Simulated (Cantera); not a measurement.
Equilibrium for silicon oxide and oxynitride deposition: HMDSO + NO + N2

Input: 1 mol HMDSO, 0.17 mol NO, 4.7 mol N2, equilibrated at 5.40 Pa.

These are equilibrium values from Cantera (NASA tables, ideal gas, pure condensed phases), not measurements of a reactor. Candidate condensed phases: C, C6H6, C7H8, C8H18, H2O, Si, SiC, SiO2, Si2N2O, Si3N4; 151 gas species. The feed counts by its element totals alone. Mutual solubility and eutectic melting of coexisting phases are not modelled. Rates play no part.

| T (°C) | x H2 | x N2 | x CO | x H | x HCN | x SiO | n C(graphite) | n SiO2(α-quartz) | n Si2N2O(s) | n SiO2(β-quartz) | n SiC(s) |
|---|---|---|---|---|---|---|---|---|---|---|---|
| 500 | 0.701 | 0.299 | 0.000320 | 1.03e-10 | 2.12e-8 | <1e-12 | 6.00 | 0.111 | 0.945 | 0 | 0 |
| 550 | 0.700 | 0.298 | 0.00175 | 8.35e-10 | 7.51e-8 | <1e-12 | 5.98 | 0.0983 | 0.951 | 0 | 0 |
| 600 | 0.697 | 0.295 | 0.00780 | 5.32e-9 | 2.28e-7 | <1e-12 | 5.90 | 0 | 0.977 | 0.0462 | 0 |
| 650 | 0.695 | 0.292 | 0.0131 | 2.77e-8 | 6.14e-7 | 9.94e-12 | 5.83 | 0 | 1.00 | 0 | 0 |
| 700 | 0.695 | 0.292 | 0.0131 | 1.23e-7 | 1.50e-6 | 1.68e-10 | 5.83 | 0 | 1.00 | 0 | 0 |
| 750 | 0.695 | 0.292 | 0.0131 | 4.70e-7 | 3.35e-6 | 2.13e-9 | 5.83 | 0 | 1.00 | 0 | 0 |
| 800 | 0.695 | 0.292 | 0.0131 | 1.59e-6 | 6.95e-6 | 2.14e-8 | 5.83 | 0 | 1.00 | 0 | 0 |
| 850 | 0.695 | 0.292 | 0.0131 | 4.83e-6 | 1.35e-5 | 1.74e-7 | 5.83 | 0 | 1.000 | 0 | 0 |
| 900 | 0.695 | 0.292 | 0.0131 | 1.34e-5 | 2.47e-5 | 1.18e-6 | 5.83 | 0 | 1.000 | 0 | 0 |
| 950 | 0.691 | 0.293 | 0.0159 | 3.40e-5 | 4.31e-5 | 7.47e-6 | 5.72 | 0 | 0.962 | 0 | 0.0750 |
| 1000 | 0.602 | 0.320 | 0.0782 | 7.53e-5 | 7.00e-5 | 4.98e-5 | 2.83 | 0 | 0 | 0 | 2.00 |
| 1050 | 0.602 | 0.320 | 0.0782 | 0.000167 | 0.000112 | 6.60e-5 | 2.83 | 0 | 0 | 0 | 2.00 |
| 1100 | 0.601 | 0.320 | 0.0781 | 0.000351 | 0.000174 | 8.56e-5 | 2.83 | 0 | 0 | 0 | 2.00 |
x: gas mole fraction; n: condensed amount in mol.

From 500 °C to 550 °C the condensed part is C(graphite) + SiO2(α-quartz) + Si2N2O(s). At 600 °C the condensed part is C(graphite) + SiO2(β-quartz) + Si2N2O(s). From 650 °C to 900 °C the condensed part is C(graphite) + Si2N2O(s). At 950 °C the condensed part is C(graphite) + SiC(s) + Si2N2O(s). From 1000 °C to 1100 °C the condensed part is C(graphite) + SiC(s).
